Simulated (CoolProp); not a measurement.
Vapour-liquid equilibrium of benzene (1) + toluene (2) at 0.139 MPa; x and y are mole fractions of (1).

The numbers come from the multi-fluid Helmholtz-energy mixture model, Thol 2012 and Lemmon 2006; pair parameters Bell 2016 in CoolProp.

Question: Give the bubble temperature and the first vapour's composition at x = 0.05, 0.2, 0.95. Is there an azeotrope?

Answer: x = 0.05: 119.9 °C, y = 0.102; x = 0.2: 113.7 °C, y = 0.356; x = 0.95: 91.8 °C, y = 0.979. No azeotrope shows between x = 0.05 and 0.95.

The pair parameters rest on a limited set of measurements; away from them the model extrapolates.
